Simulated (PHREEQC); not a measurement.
Solution (15 °C): 0.2 mol/kgw CdCl2, 8.2e-05 mol/kgw NaCl, 0.00048 mol/kgw HCl and 0.03 mol/kgw CO2. Closed to the air; pH follows from the charge balance.

Computed with PHREEQC (ion-association model, phreeqc.dat).

Precipitation was switched off in this run.

Q: What pH does the model give?

A: pH 3.38.

Q: In which forms is Cd present?

A: CdCl+ 63 %, CdCl2 22 %, Cd+2 13 %, CdCl3- 2.1 % of the Cd.
